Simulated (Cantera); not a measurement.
A Cantera script and its output.

```python
import numpy as np
import cantera as ct

gas = ct.Solution("h2o2.yaml")
gas.TPX = 1425, 600, {'H2': 0.061, 'O2': 1}
reactor = ct.IdealGasConstPressureReactor(gas, energy="off", clone=False)
net = ct.ReactorNet([reactor])
net.rtol, net.atol = 1e-08, 1e-18
show = ['H2', 'O2', 'H', 'O', 'OH']
times = np.geomspace(3e-05, 1, 15)

steps = ct.SolutionArray(gas, extra=["t"])
rows = []
print(f"{'t/s':>10s}{'T/K':>9s}{'P/Pa':>11s}" + "".join(f"{s:>11s}" for s in show))
for t in times:
    while net.time < t:
        t_next = net.step()
        steps.append(gas.state, t=t_next)
    rows.append([np.interp(t, steps.t, y) for y in (steps.T, steps.P, *steps(*show).X.T)])
    print(f"{t:10.3e}{rows[-1][0]:9.1f}{rows[-1][1]:11.4g}" + "".join(f"{x:11.3e}" for x in rows[-1][2:]))
rate = np.gradient(steps.T, steps.t)
print("integrator steps:", len(steps.t))
if steps.T.max() > steps.T[0] + 200:
    print(f"time of steepest temperature rise: {steps.t[rate.argmax()]:.4e} s")
gas.TPX = 1425, 600, {'H2': 0.061, 'O2': 1}
gas.equilibrate("TP")
print(f"equilibrium (TP): T = {gas.T:.1f} K  " + "  ".join(f"{s} {gas[s].X[0]:.3e}" for s in show))
```

Output:

```
       t/s      T/K       P/Pa         H2         O2          H          O         OH
 3.000e-05   1425.0        600  5.749e-02  9.425e-01  1.809e-08  6.697e-09  6.518e-09
 6.312e-05   1425.0        600  5.749e-02  9.425e-01  3.199e-08  2.445e-08  2.315e-08
 1.328e-04   1425.0        600  5.749e-02  9.425e-01  6.265e-08  8.630e-08  7.811e-08
 2.795e-04   1425.0        600  5.749e-02  9.425e-01  1.860e-07  3.640e-07  3.142e-07
 5.880e-04   1425.0        600  5.749e-02  9.425e-01  1.413e-06  3.158e-06  2.663e-06
 1.237e-03   1425.0        600  5.709e-02  9.422e-01  8.598e-05  1.959e-04  1.641e-04
 2.603e-03   1425.0        600  5.039e-03  8.991e-01  8.974e-03  3.381e-02  1.014e-02
 5.477e-03   1425.0        600  1.093e-03  8.938e-01  7.137e-03  4.156e-02  7.070e-03
 1.152e-02   1425.0        600  1.076e-03  8.946e-01  6.967e-03  4.090e-02  7.020e-03
 2.425e-02   1425.0        600  1.045e-03  8.961e-01  6.631e-03  3.954e-02  6.923e-03
 5.102e-02   1425.0        600  9.828e-04  8.991e-01  5.984e-03  3.686e-02  6.724e-03
 1.074e-01   1425.0        600  8.646e-04  9.046e-01  4.848e-03  3.194e-02  6.326e-03
 2.259e-01   1425.0        600  6.673e-04  9.133e-01  3.196e-03  2.408e-02  5.584e-03
 4.753e-01   1425.0        600  4.094e-04  9.240e-01  1.487e-03  1.439e-02  4.399e-03
 1.000e+00   1425.0        600  1.837e-04  9.330e-01  4.350e-04  6.315e-03  2.961e-03
integrator steps: 806
equilibrium (TP): T = 1425.0 K  H2 5.215e-07  O2 9.407e-01  H 6.403e-08  O 1.749e-05  OH 1.586e-04
```

Detailed kinetics in Cantera: the H2/O2 subset of GRI-Mech 3.0, which has no nitrogen chemistry. Radical loss at walls, strong at low pressure, is not modelled. The temperature is held fixed by assumption; the heat of reaction is taken as removed at once.
